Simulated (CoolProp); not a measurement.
Vapour-liquid equilibrium of cyclohexane (1) + n-heptane (2) at 135.95 °C; x and y are mole fractions of (1).

Values from CoolProp's multi-fluid Helmholtz-energy mixture model, Zhou 2014 and Span 2003; pair parameters Bell 2016.

| x | bubble pressure, mixture model (bar) | bubble pressure, Raoult's law (bar) | y, mixture model | y, Raoult's law |
|---|---|---|---|---|
| 0.05 | ___ | 2.788 | 0.072 | 0.074 |
| 0.125 | 2.900 | 2.894 | 0.174 | 0.178 |
| 0.2 | 3.010 | 3.000 | 0.269 | 0.275 |
| 0.275 | 3.119 | 3.106 | 0.358 | 0.366 |
| 0.35 | 3.228 | 3.212 | ___ | 0.450 |
| 0.425 | ___ | 3.318 | 0.519 | 0.529 |
| 0.5 | 3.444 | 3.424 | ___ | 0.603 |
| 0.575 | 3.550 | 3.530 | 0.662 | 0.673 |
| 0.65 | 3.655 | 3.636 | 0.728 | 0.738 |
| 0.725 | 3.759 | 3.742 | ___ | 0.800 |
| 0.8 | 3.862 | 3.848 | 0.850 | 0.859 |
| 0.875 | 3.963 | 3.954 | 0.908 | 0.914 |
| 0.95 | ___ | 4.060 | 0.964 | 0.967 |

Task: Complete the blanks.

Result: 
- 0.05, bubble pressure, mixture model (bar): 2.791
- 0.35, y, mixture model: 0.441
- 0.425, bubble pressure, mixture model (bar): 3.337
- 0.5, y, mixture model: 0.592
- 0.725, y, mixture model: 0.790
- 0.95, bubble pressure, mixture model (bar): 4.064

The largest gap from Raoult's law is +0.6 % in bubble pressure, at x = 0.5. No azeotrope shows between x = 0.05 and 0.95.

The pair parameters rest on a limited set of measurements; away from them the model extrapolates.
